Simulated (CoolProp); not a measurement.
Toluene along the isotherm 346.85 °C: Z from the reference equation and from simpler models built on Tc = 318.6 °C, pc = 4126 kPa, ω = 0.266; each cubic takes its own stable root.

Values from CoolProp's reference Helmholtz-energy equation of state, Lemmon 2006. It is a short technical equation, of lower accuracy than the large ones.

```json
[
 {"p (kPa)": "794", "phase": "gas", "reference": "0.9373", "Redlich-Kwong": "0.9407", "Peng-Robinson": "0.9353"},
 {"p (kPa)": "1590", "phase": "gas", "reference": "0.8696", "Redlich-Kwong": "0.8763", "Peng-Robinson": "0.8664"},
 {"p (kPa)": "2380", "phase": "gas", "reference": "0.7960", "Redlich-Kwong": "0.8058", "Peng-Robinson": "0.7927"},
 {"p (kPa)": "3170", "phase": "gas", "reference": "0.7138", "Redlich-Kwong": "0.7256", "Peng-Robinson": "0.7113"},
 {"p (kPa)": "3970", "phase": "gas", "reference": "0.6173", "Redlich-Kwong": "0.6276", "Peng-Robinson": "0.6167"},
 {"p (kPa)": "4760", "phase": "supercritical", "reference": "0.4997", "Redlich-Kwong": "0.4961", "Peng-Robinson": "0.5030"},
 {"p (kPa)": "5550", "phase": "supercritical", "reference": "0.3451", "Redlich-Kwong": "0.3625", "Peng-Robinson": "0.3816"},
 {"p (kPa)": "6350", "phase": "supercritical", "reference": "0.2938", "Redlich-Kwong": "0.3447", "Peng-Robinson": "0.3405"},
 {"p (kPa)": "7140", "phase": "supercritical", "reference": "0.2997", "Redlich-Kwong": "0.3541", "Peng-Robinson": "0.3403"},
 {"p (kPa)": "7940", "phase": "supercritical", "reference": "0.3151", "Redlich-Kwong": "0.3705", "Peng-Robinson": "0.3510"},
 {"p (kPa)": "8730", "phase": "supercritical", "reference": "0.3335", "Redlich-Kwong": "0.3895", "Peng-Robinson": "0.3657"},
 {"p (kPa)": "9520", "phase": "supercritical", "reference": "0.3532", "Redlich-Kwong": "0.4097", "Peng-Robinson": "0.3824"},
 {"p (kPa)": "10300", "phase": "supercritical", "reference": "0.3732", "Redlich-Kwong": "0.4304", "Peng-Robinson": "0.3998"}
]
```
